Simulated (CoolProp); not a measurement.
Vapour-liquid equilibrium of 1-butene (1) + n-butane (2) at 298.1 K; x and y are mole fractions of (1).

Computed with CoolProp (multi-fluid Helmholtz-energy mixture model, Lemmon 2005 and Bücker 2006; pair parameters Bell 2016).

| x | bubble pressure, mixture model (kPa) | bubble pressure, Raoult's law (kPa) | y, mixture model | y, Raoult's law |
|---|---|---|---|---|
| 0.05 | 245.8 | 245.6 | 0.060 | 0.060 |
| 0.125 | 250.2 | 249.6 | 0.149 | 0.149 |
| 0.2 | 254.6 | 253.7 | 0.234 | 0.234 |
| 0.275 | 259.1 | 257.7 | 0.317 | 0.317 |
| 0.35 | 263.6 | 261.8 | 0.397 | 0.397 |
| 0.425 | 268.0 | 265.8 | 0.474 | 0.475 |
| 0.5 | 272.3 | 269.8 | 0.548 | 0.550 |
| 0.575 | 276.5 | 273.9 | 0.620 | 0.623 |
| 0.65 | 280.6 | 277.9 | 0.690 | 0.694 |
| 0.725 | 284.4 | 282.0 | 0.758 | 0.763 |
| 0.8 | 288.1 | 286.0 | 0.824 | 0.830 |
| 0.875 | 291.5 | 290.0 | 0.890 | 0.895 |
| 0.95 | 294.8 | 294.1 | 0.956 | 0.959 |

The largest gap from Raoult's law is +0.9 % in bubble pressure, at x = 0.575. No azeotrope shows between x = 0.05 and 0.95.

The pair parameters rest on a limited set of measurements; away from them the model extrapolates.
